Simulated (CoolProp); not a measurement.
Computed with CoolProp (reference Helmholtz-energy equation of state, Jacobsen 1992).

### Question
For R11, give the phase and the density (kg/m³), expansivity (1/kK), conductivity (mW/(m K)) at 160.15 °C and 2200 kPa; 160.15 °C and 9920 kPa.

### Answer
- 160.15 °C and 2200 kPa: gas; density 118, expansivity 7.32, conductivity 16.4
- 160.15 °C and 9920 kPa: liquid; density 1150, expansivity 2.88, conductivity 57.9

Thermal conductivity comes from a separate model (McLinden 2000), an estimate that may be off by 10 % or more.
